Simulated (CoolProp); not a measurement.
Carbon dioxide along the isobar 34.3 bar: fugacity coefficient from the reference equation and from simpler models built on Tc = 31.0 °C, pc = 73.77 bar, ω = 0.224; each cubic takes its own stable root.

Model: reference Helmholtz-energy equation of state, Span 1996, in CoolProp.

```tsv
T (°C)	phase	reference
-37.65	liquid	0.2950
-27.85	liquid	0.3975
-18.15	liquid	0.5168
-8.35	liquid	0.6540
1.35	gas	0.7783
11.05	gas	0.8036
20.85	gas	0.8251
30.55	gas	0.8433
40.25	gas	0.8590
50.05	gas	0.8729
59.75	gas	0.8850
69.55	gas	0.8959
```

**Question.** How far does each simpler model (van der Waals, Redlich-Kwong, Peng-Robinson) lie from the reference over these 12 states: mean and median of the absolute difference, and the worst?

**Answer.** 
- van der Waals: mean 22.8 %, median 3.7 %, worst +103.5 % at -37.65 °C and 34.3 bar
- Redlich-Kwong: mean 7.1 %, median 0.8 %, worst +28.3 % at -37.65 °C and 34.3 bar
- Peng-Robinson: mean 1.3 %, median 1.3 %, worst -1.6 % at 30.55 °C and 34.3 bar

At some of these states van der Waals gives the other phase, because its saturation line lies elsewhere.
